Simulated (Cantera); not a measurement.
A Cantera script and what it prints.

```python
import numpy as np
import cantera as ct

gas_names = """
    H HO2 H2 H2O H2O2 O OH O2 O3 V VO VO2
""".split()
cond_names = """
    H2O(s) H2O(L) V(cr) V(L) VO(s) VO(L) V2O3(s) V2O3(L) V2O4(I) V2O4(II) V2O4(L) V2O5(s) V2O5(L)
""".split()


# ... load() reads the species with a 1 bar reference pressure and builds the phases ...
atoms = {
    'V2O5': {'V': 2, 'O': 5},
    'H2': {'H': 2},
}
top_T = {}  # K; cautious upper limits of use, not melting points


# ... equilibrate(T, P, feed) seeds the gas with the atoms and calls Mixture.equilibrate('TP', solver="vcs", rtol=1e-11, max_steps=5000) ...
results = []
feed = {'V2O5': 1, 'H2': 0.67}  # mol
P = 101325  # Pa
for T in [850, 950, 1050, 1150, 1250, 1350, 1450, 1550, 1650, 1750, 1850, 1950]:
    mix = equilibrate(T, P, feed)
    results.append((T, P, feed, dict(zip(mix.species_names, mix.species_moles))))

top = {s: max(r[3][s] / sum(r[3][g] for g in gas_names) for r in results) for s in gas_names}
cols = sorted((s for s in top if top[s] > 1e-05), key=lambda s: -top[s])[:8]
seen = [c for c in cond_names if any(r[3].get(c, 0) > 1e-12 for r in results)]
print("log10 of partial pressures in bar; condensed amounts in mol")
print(f"{'T/K':>10s}" + "".join(f"{s[:9]:>10s}" for s in cols + seen))
for T, P, feed, n in results:
    ng = sum(n[g] for g in gas_names)
    print(f"{T:10.4g}" + "".join(f"{np.log10(max(n[s] / ng * P / 1e5, 1e-99)):10.3f}" for s in cols)
          + "".join(f"{n.get(c, 0):10.4g}" for c in seen))
```

Output:

```
log10 of partial pressures in bar; condensed amounts in mol
       T/K       H2O        O2        OH        H2       VO2         O         H  V2O4(II)   V2O4(L)   V2O5(s)   V2O5(L)
       850     0.006    -5.692    -9.187    -9.487   -19.224   -14.976   -15.432      0.67         0      0.33         0
       950     0.006    -4.057    -7.728    -8.705   -16.225   -12.526   -13.607    0.6701         0         0    0.3299
      1050     0.006    -3.377    -6.707    -7.748   -13.810   -10.863   -11.965    0.6706         0         0    0.3294
      1150     0.005    -2.824    -5.866    -6.950   -11.826    -9.492   -10.602     0.672         0         0     0.328
      1250     0.004    -2.367    -5.161    -6.275   -10.169    -8.343    -9.453    0.6757         0         0    0.3243
      1350     0.001    -1.982    -4.562    -5.698    -8.765    -7.366    -8.472    0.6839         0         0    0.3161
      1450    -0.004    -1.652    -4.048    -5.202    -7.563    -6.523    -7.625    0.7002         0         0    0.2998
      1550    -0.013    -1.365    -3.602    -4.773    -6.522    -5.789    -6.888    0.7296         0         0    0.2704
      1650    -0.029    -1.114    -3.214    -4.402    -5.613    -5.144    -6.243    0.7804         0         0    0.2196
      1750    -0.054    -0.890    -2.877    -4.086    -4.814    -4.571    -5.676    0.8657         0         0    0.1343
      1850    -0.091    -0.700    -2.585    -3.813    -4.135    -4.065    -5.175         0         1         0         0
      1950    -0.092    -0.701    -2.350    -3.449    -3.587    -3.696    -4.665         0    0.9999         0         0
```

Equilibrium computed with Cantera from the NASA thermochemical tables; the gas is ideal and each condensed phase is pure. Mutual solubility and eutectic melting of coexisting phases are not modelled. Condensed phases not in the tables: the oxides between V2O3 and V2O5 other than VO2. Gases not in the tables: V4O10.
